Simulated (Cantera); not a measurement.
Thermodynamics of metals in furnace atmospheres, feed Pb + H2O + CO

Input: 1 mol Pb, 3.1 mol H2O, 41 mol CO, held at 0.150 bar.

Method: chemical equilibrium by Gibbs-energy minimisation in Cantera with the NASA 1993 tables (ideal gas, pure condensed phases). Candidate condensed phases: C, C6H6, C7H8, C8H18, H2O, Pb, PbO, PbO2, Pb3O4; 113 gas species. Equilibrium is a limit: real reactors are often held back by kinetics, nucleation or transport.

From 723 K to 923 K the condensed part is C(graphite) + Pb(l). From 1023 K to 1223 K the condensed part is Pb(l). From 1323 K to 2023 K nothing is condensed. The main Pb-bearing gas is Pb throughout.

```csv
T (K),log p CO,log p CO2,log p H2O,log p H2,log p Pb,n C(graphite),n Pb(l)
723,-2.05,-0.91,-1.93,-2.19,-8.51,19.2,1.000
823,-1.36,-1.04,-2.23,-1.99,-6.87,15.3,1.000
923,-0.98,-1.47,-2.78,-1.98,-5.60,5.96,0.999
1023,-0.89,-2.00,-3.23,-2.00,-4.57,0,0.992
1123,-0.89,-2.01,-3.10,-2.01,-3.74,0,0.946
1223,-0.89,-2.02,-2.99,-2.02,-3.04,0,0.732
1323,-0.90,-2.04,-2.92,-2.04,-2.48,0,0
1423,-0.89,-2.05,-2.85,-2.05,-2.48,0,0
1523,-0.89,-2.06,-2.80,-2.06,-2.48,0,0
1623,-0.89,-2.07,-2.75,-2.07,-2.48,0,0
1723,-0.89,-2.08,-2.72,-2.08,-2.48,0,0
1823,-0.89,-2.08,-2.68,-2.09,-2.48,0,0
1923,-0.89,-2.09,-2.66,-2.09,-2.48,0,0
2023,-0.89,-2.10,-2.64,-2.10,-2.48,0,0
```
log p: log10 of the partial pressure in bar; n: condensed amount in mol.
